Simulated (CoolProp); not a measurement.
Isobutene along the isotherm 480 K: Z from the reference equation and from simpler models built on Tc = 418.1 K, pc = 4.016 MPa, ω = 0.193; each cubic takes its own stable root.

Computed with CoolProp (reference Helmholtz-energy equation of state, Lemmon 2005). It is a short technical equation, of lower accuracy than the large ones.

```json
[
 {"p (MPa)": "0.0635", "phase": "gas", "reference": "0.9965"},
 {"p (MPa)": "0.0958", "phase": "gas", "reference": "0.9947"},
 {"p (MPa)": "0.145", "phase": "gas", "reference": "0.9920"},
 {"p (MPa)": "0.218", "phase": "gas", "reference": "0.9880"},
 {"p (MPa)": "0.329", "phase": "gas", "reference": "0.9818"},
 {"p (MPa)": "0.496", "phase": "gas", "reference": "0.9724"},
 {"p (MPa)": "0.748", "phase": "gas", "reference": "0.9581"},
 {"p (MPa)": "1.13", "phase": "gas", "reference": "0.9359"},
 {"p (MPa)": "1.7", "phase": "gas", "reference": "0.9019"},
 {"p (MPa)": "2.57", "phase": "gas", "reference": "0.8476"},
 {"p (MPa)": "3.88", "phase": "gas", "reference": "0.7602"},
 {"p (MPa)": "5.85", "phase": "supercritical", "reference": "0.6204"},
 {"p (MPa)": "8.82", "phase": "supercritical", "reference": "0.4799"},
 {"p (MPa)": "13.3", "phase": "supercritical", "reference": "0.5280"},
 {"p (MPa)": "20.1", "phase": "supercritical", "reference": "0.6854"}
]
```

### Question
How far does each simpler model (van der Waals, Soave-Redlich-Kwong) lie from the reference over these 15 states: mean and median of the absolute difference, and the worst?

### Answer
- van der Waals: mean 4.2 %, median 0.1 %, worst +25.7 % at 480 K and 20.1 MPa
- Soave-Redlich-Kwong: mean 2.8 %, median 0.3 %, worst +13.1 % at 480 K and 8.82 MPa
